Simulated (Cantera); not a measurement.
Cantera run, input and output.

```python
import numpy as np
import cantera as ct

gas = ct.Solution("gri30.yaml", transport_model="mixture-averaged")
show = ['CH3', 'H2', 'C2H2']

rows = []
print(f"{'T/K':>7s}{'rho':>11s}{'cp':>10s}{'mu':>11s}{'lambda':>11s}{'Pr':>7s}" + "".join(f"{'D_' + s:>11s}" for s in show))
for T in [400, 500, 600, 700, 800, 900, 1000, 1100]:
    gas.TPX = T, 1000000, {'NO': 0.9, 'N2O': 0.93}
    Pr = gas.cp_mass * gas.viscosity / gas.thermal_conductivity
    D = [gas.mix_diff_coeffs_mole[gas.species_index(s)] for s in show]
    rows.append([gas.density, gas.cp_mass, gas.viscosity, gas.thermal_conductivity, Pr, *D])
    print(f"{T:7g}{gas.density:11.4e}{gas.cp_mass:10.1f}{gas.viscosity:11.4e}"
          f"{gas.thermal_conductivity:11.4e}{Pr:7.3f}" + "".join(f"{d:11.4e}" for d in D))
print("SI units: kg/m3, J/kg/K, Pa s, W/m/K, m2/s")
```

It prints:

```
    T/K        rho        cp         mu     lambda     Pr      D_CH3       D_H2     D_C2H2
    400 1.1163e+01     981.5 2.1016e-05 2.8675e-02  0.719 3.3070e-06 1.1786e-05 2.4135e-06
    500 8.9301e+00    1032.1 2.5080e-05 3.5853e-02  0.722 4.9133e-06 1.7211e-05 3.6121e-06
    600 7.4417e+00    1077.3 2.8788e-05 4.2827e-02  0.724 6.7531e-06 2.3394e-05 4.9896e-06
    700 6.3786e+00    1117.3 3.2224e-05 4.9557e-02  0.727 8.8094e-06 3.0287e-05 6.5324e-06
    800 5.5813e+00    1152.1 3.5446e-05 5.6036e-02  0.729 1.1069e-05 3.7852e-05 8.2300e-06
    900 4.9611e+00    1181.8 3.8493e-05 6.2276e-02  0.730 1.3522e-05 4.6059e-05 1.0074e-05
   1000 4.4650e+00    1206.2 4.1395e-05 6.8291e-02  0.731 1.6160e-05 5.4881e-05 1.2058e-05
   1100 4.0591e+00    1224.2 4.4174e-05 7.4099e-02  0.730 1.8975e-05 6.4296e-05 1.4176e-05
SI units: kg/m3, J/kg/K, Pa s, W/m/K, m2/s
```

Detailed kinetics in Cantera: GRI-Mech 3.0 (53 species, 325 reactions). The composition is frozen, though it would react at the higher temperatures.
